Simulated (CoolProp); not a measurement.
Computed with CoolProp (reference Helmholtz-energy equation of state, Thol 2022).

Problem. Give the vapour pressure (kPa), enthalpy of vaporisation (kJ/kg), liquid cp (kJ/(kg K)), vapour Z of saturated vinyl chloride at 316 K.

Solution. 
```
T (K)  p (kPa)  enthalpy of vaporisation (kJ/kg)  liquid cp (kJ/(kg K))  vapour Z
-----  -------  --------------------------------  ---------------------  --------
316        651                               305                   1.57     0.892
```
